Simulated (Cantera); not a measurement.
Input (Python, Cantera) and output of one run.

```python
import numpy as np
import cantera as ct

gas_names = """
    H2 N2 NH3
""".split()
cond_names = """
    Cr(cr) Cr(L) Cr2N(s)
""".split()


# ... load() reads the species with a 1 bar reference pressure and builds the phases ...
species = {s.name: s for s in load("nasa_gas.yaml", gas_names) + load("nasa_condensed.yaml", cond_names)}
# Each term lists the table entries of one substance; the one whose range holds T is used.
reactions = {
    '3 H2(g) + N2(g) = 2 NH3(g)':
        [(-3, ['H2']), (-1, ['N2']), (2, ['NH3'])],
    '4 Cr + N2(g) = 2 Cr2N':
        [(-4, ['Cr(cr)', 'Cr(L)']), (-1, ['N2']), (2, ['Cr2N(s)'])],
}


def pick(names, T):
    return next(species[n] for n in names if species[n].thermo.min_temp <= T <= species[n].thermo.max_temp)


results = []
for label, terms in reactions.items():
    print(label)
    print("     T/K   dH/kJ  dS/(J/K)   dG/kJ   log10 K")
    for T in [648, 748, 848, 948, 1048, 1148]:
        used = [(nu, pick(names, T)) for nu, names in terms]
        dH = sum(nu * s.thermo.h(T) for nu, s in used) / 1e6
        dS = sum(nu * s.thermo.s(T) for nu, s in used) / 1e3
        dG = dH - T * dS / 1e3
        logK = -dG * 1e6 / (ct.gas_constant * T * np.log(10))
        results.append((label, T, dH, dS, dG, logK, [s.name for _, s in used]))
        print(f"{T:8g} {dH:8.1f} {dS:8.1f} {dG:8.1f} {logK:8.2f}")
```

It prints:

```
3 H2(g) + N2(g) = 2 NH3(g)
     T/K   dH/kJ  dS/(J/K)   dG/kJ   log10 K
     648   -104.2   -226.4     42.5    -3.43
     748   -106.4   -229.6     65.4    -4.56
     848   -108.2   -231.9     88.4    -5.45
     948   -109.7   -233.5    111.7    -6.15
    1048   -110.8   -234.6    135.1    -6.73
    1148   -111.6   -235.4    158.6    -7.22
4 Cr + N2(g) = 2 Cr2N
     T/K   dH/kJ  dS/(J/K)   dG/kJ   log10 K
     648   -245.3   -144.0   -152.0    12.26
     748   -243.4   -141.2   -137.8     9.62
     848   -241.4   -138.7   -123.8     7.63
     948   -239.3   -136.3   -110.1     6.06
    1048   -237.2   -134.2    -96.5     4.81
    1148   -235.2   -132.4    -83.2     3.79
```

Source: NASA polynomial tables (part measured, part estimated), evaluated in Cantera. Condensed species are held in their standard states even where they would react or evaporate.
